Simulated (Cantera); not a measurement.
Thermodynamics of carbon deposition, reforming and gasification, feed C₂H₂ + CO₂ + H₂

Input: 1 mol C₂H₂, a varied amount of CO₂, 9.6 mol H₂, held at 2000 K and 10.0 mbar.

Method: chemical equilibrium by Gibbs-energy minimisation in Cantera with the NASA 1993 tables (ideal gas, pure condensed phases). Candidate condensed phases: C, C₆H₆, C₇H₈, C₈H₁₈, H₂O; 110 gas species. Equilibrium is a limit: real reactors are often held back by kinetics, nucleation or transport.

From 0.65 mol CO₂ to 1.8 mol CO₂ the condensed part is C(graphite). From 2.2 mol CO₂ to 4.2 mol CO₂ nothing is condensed. The main C-bearing gas is CO throughout.

```
n(CO₂) (mol)   x H₂   x CO    x H₂O    x CO₂     x H  x C₂H₂ (acetylene)  n C(graphite)
------------  -----  -----  -------  -------  ------  ------------------  -------------
0.65          0.876  0.108  1.11e-7  3.01e-9  0.0152            0.000673           1.33
0.8           0.854  0.130  1.30e-7  4.33e-9  0.0150            0.000656           1.18
0.98          0.830  0.155  1.51e-7  6.13e-9  0.0148            0.000637           1.00
1.2           0.802  0.183  1.72e-7  8.59e-9  0.0146            0.000616          0.784
1.5           0.766  0.219  1.97e-7  1.23e-8  0.0142            0.000589          0.484
1.8           0.734  0.252  2.17e-7  1.62e-8  0.0139            0.000564          0.184
2.2           0.692  0.281   0.0123  0.00109  0.0135              <1e-12              0
2.8           0.631  0.305   0.0466  0.00491  0.0129              <1e-12              0
3.4           0.575  0.326   0.0772  0.00955  0.0123              <1e-12              0
4.2           0.508  0.350    0.113   0.0170  0.0116              <1e-12              0
```
x: gas mole fraction; n: condensed amount in mol.
